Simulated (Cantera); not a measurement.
Charge: 1 mol Si, 0.037 mol CO₂, 130 mol N₂, at 1450 K.

Equilibrium computed with Cantera from the NASA thermochemical tables; the gas is ideal and each condensed phase is pure. Candidate condensed phases: C, Si, SiC, SiO₂, Si₂N₂O, Si₃N₄; 34 gas species. N₂ is the only nitrogen source here; it is nearly inert below about 1500 K, so the nitride shown seldom forms there in practice. Mutual solubility and eutectic melting of coexisting phases are not modelled. Equilibrium is a limit: real reactors are often held back by kinetics, nucleation or transport.

x: gas mole fraction; n: condensed amount in mol.

```tsv
P (Pa)	x N₂	x Si	x SiO	x CO	n Si(s)	n SiC(s)	n Si₃N₄(s)	n Si₂N₂O(s)	n C(graphite)
0.100	0.996	0.00308	0.000555	1.25e-5	0.487	0.0350	0	0	0
0.750	0.999	___	0.000556	1.25e-5	___	0.0353	0	0	0
5.60	0.999	2.49e-5	0.000515	5.62e-5	0	0.0297	0.300	0	0
42	1.000	8.68e-7	0.000202	0.000286	0	0	0.317	0.0109	0
320	1.000	2.94e-8	1.34e-5	0.000286	0	0	0.309	0.0353	0
2400	1.000	1.02e-9	9.16e-7	0.000286	0	0	0.309	0.0369	0
18000	1.000	3.56e-11	6.24e-8	0.000113	0	0	0.294	0.0594	0.0224
130000	1.000	___	___	___	0	0	0.287	0.0701	___
1000000	1.000	<1e-12	2.94e-10	7.76e-6	0	0	0.285	0.0730	0.0360
```

Fill in the missing entries.


- 0.750, x Si: 0.000410
- 0.750, n Si(s): 0.838
- 130000, x Si: 1.32e-12
- 130000, x SiO: 4.47e-9
- 130000, x CO: 3.02e-5
- 130000, n C(graphite): 0.0331
